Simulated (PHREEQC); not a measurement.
Model water analysis in mg/L, 25 °C, pH 5.61, pe 11.1: Na 0.0654; K 0.068; Ca 0.237; Mg 0.0715; Cl 0.108; S(6) as SO4 0.0877; Alkalinity as HCO3 1.02; Ba 0.0044.

Valence states are taken as typed.

Computed with PHREEQC (ion-association model, phreeqc.dat).

```
Property                        Value
--------------------  ---------------
ionic strength        3.42e-5 mol/kgw
charge-balance error            1.6 %
```

```
species  molality  activity   log γ
-------  --------  --------  ------
CO2      0.000105  0.000105   0.000
HCO3-     1.92e-5   1.90e-5  -0.003
Ca+2      5.91e-6   5.75e-6  -0.012
Cl-       3.05e-6   3.03e-6  -0.003
Mg+2      2.94e-6   2.86e-6  -0.012
Na+       2.84e-6   2.83e-6  -0.003
H+        2.47e-6   2.45e-6  -0.003
K+        1.74e-6   1.73e-6  -0.003
SO4-2     9.11e-7   8.87e-7  -0.012
Ba+2      3.20e-8   3.12e-8  -0.012
OH-       4.15e-9   4.12e-9  -0.003
CaHCO3+   1.41e-9   1.40e-9  -0.003
```

No solid was allowed to form.
